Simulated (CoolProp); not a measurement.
Values from CoolProp's reference Helmholtz-energy equation of state, Fiedler 2023.

Task: For tetrahydrofuran, give the phase and the Z, cp (kJ/(kg K)), speed of sound (m/s), expansivity (1/kK) at 280.3 K and 17500 kPa; 303.8 K and 17500 kPa; 445 K and 17500 kPa.

Result: 
- 280.3 K and 17500 kPa: liquid; Z 0.592, cp 1.64, speed of sound 1440, expansivity 1.10
- 303.8 K and 17500 kPa: liquid; Z 0.561, cp 1.72, speed of sound 1340, expansivity 1.14
- 445 K and 17500 kPa: liquid; Z 0.462, cp 2.27, speed of sound 805, expansivity 1.60
